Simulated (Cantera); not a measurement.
Diamond growth

A diamond (100) surface in a fixed gas of H2 with x(CH4) = 0.013, x(H) = 0.0012, x(CH3) = 8.4e-05, 13000 Pa; coverages are run to steady state.

Cantera simulation using the Harris–Goodwin 1993 mechanism for the reconstructed diamond (100) surface; the numbers are that mechanism's predictions, not measurements.

```csv
T (K),growth (µm/h),θ c6HH,θ c6H*,θ c6*H,θ c6**,θ c6HM
925,3.63,0.628,0.0115,0.294,0.00489,0.0484
1000,5.06,0.573,0.0174,0.355,0.00862,0.0334
1075,5.46,0.524,0.0244,0.409,0.0136,0.0194
1150,3.78,0.482,0.0321,0.454,0.0195,0.00740
1225,2.08,0.446,0.0398,0.485,0.0255,0.00191
1300,1.48,0.418,0.0471,0.503,0.0307,0.000441
1375,1.26,0.399,0.0539,0.511,0.0349,0.000102
```
θ: site fractions in the mechanism's names (c6HH fully hydrogenated, c6H* and c6*H radical sites, c6** diradical, c6HM methylated).
